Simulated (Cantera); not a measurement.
Feed: 1 mol SiC, 0.13 mol O2, 160 mol H2, at 9.10 Pa.

These are equilibrium values from Cantera (NASA tables, ideal gas, pure condensed phases), not measurements of a reactor. Candidate condensed phases: C, C6H6, C7H8, C8H18, H2O, Si, SiC, SiO2; 123 gas species. Mutual solubility and eutectic melting of coexisting phases are not modelled. The tables hold silica as quartz up to 1696 K and as liquid above; real silica turns to tridymite and cristobalite and melts near 1996 K. Kinetics and transport are ignored.

Q: What share of the Si ends up in condensed phases as a function of T (K), at 1173, 1273, 1373, 1473, 1573, 1673, 1773, 1873, 1973, 2073, 2173?

A: 
```
T (K)  Si condensed (%)                       as
-----  ----------------  -----------------------
1173               88.3  SiC(s) + SiO2(β-quartz)
1273               87.0                   SiC(s)
1373               87.0                   SiC(s)
1473               86.9                   SiC(s)
1573               86.1                   SiC(s)
1673               81.6                   SiC(s)
1773               74.3                   SiC(s)
1873               43.0                   SiC(s)
1973                0.0                        -
2073                0.0                        -
2173                0.0                        -
```
